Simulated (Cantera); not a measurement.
A Cantera script and its output.

```python
import numpy as np
import cantera as ct

gas = ct.Solution("gri30.yaml")
gas.TPX = 1373, 2666, {'H2': 0.031, 'O2': 1, 'H2O': 0.019}
inlet = ct.Reservoir(gas, clone=True)

reactor = ct.IdealGasConstPressureReactor(gas, energy="off", clone=False)
exhaust = ct.Reservoir(gas, clone=True)
tau = [0.84, 0.36, 0.15, 0.065, 0.028, 0.012, 0.0051, 0.0022, 0.00092, 0.00039, 0.00017][0]
for a, b in ((inlet, reactor), (reactor, exhaust)):
    ct.MassFlowController(a, b, mdot=lambda t: reactor.mass / tau)
net = ct.ReactorNet([reactor])
show = ['H2', 'O2', 'OH', 'O', 'H']

rows = []
print(f"{'tau/s':>10s}{'T/K':>9s}" + "".join(f"{s:>11s}" for s in show))
for tau in [0.84, 0.36, 0.15, 0.065, 0.028, 0.012, 0.0051, 0.0022, 0.00092, 0.00039, 0.00017]:
    net.initial_time = 0.0
    net.advance(30 * tau)
    before = gas.X
    net.advance(40 * tau)
    drift = np.max(np.abs(gas.X - before) / (gas.X + 1e-9))
    rows.append([gas.T, *gas[show].X, drift])
    print(f"{tau:10.3e}{gas.T:9.1f}" + "".join(f"{x:11.3e}" for x in gas[show].X))
```

It prints:

```
     tau/s      T/K         H2         O2         OH          O          H
 8.400e-01   1373.0  6.691e-05  9.493e-01  1.273e-03  1.758e-03  6.375e-05
 3.600e-01   1373.0  1.118e-04  9.479e-01  1.658e-03  2.984e-03  1.411e-04
 1.500e-01   1373.0  1.867e-04  9.456e-01  2.145e-03  4.995e-03  3.066e-04
 6.500e-02   1373.0  2.976e-04  9.425e-01  2.683e-03  7.784e-03  6.000e-04
 2.800e-02   1373.0  4.643e-04  9.386e-01  3.252e-03  1.131e-02  1.063e-03
 1.200e-02   1373.0  7.190e-04  9.346e-01  3.794e-03  1.487e-02  1.647e-03
 5.100e-03   1373.0  1.156e-03  9.315e-01  4.289e-03  1.747e-02  2.218e-03
 2.200e-03   1373.0  1.990e-03  9.302e-01  4.775e-03  1.838e-02  2.662e-03
 9.200e-04   1373.0  3.790e-03  9.308e-01  5.321e-03  1.738e-02  2.950e-03
 3.900e-04   1373.0  7.467e-03  9.337e-01  5.675e-03  1.436e-02  2.900e-03
 1.700e-04   1373.0  1.445e-02  9.396e-01  4.979e-03  9.186e-03  2.162e-03
```

Cantera simulation using GRI-Mech 3.0 (53 species, 325 reactions); the numbers are that mechanism's predictions, not measurements. Radical loss at walls, strong at low pressure, is not modelled.
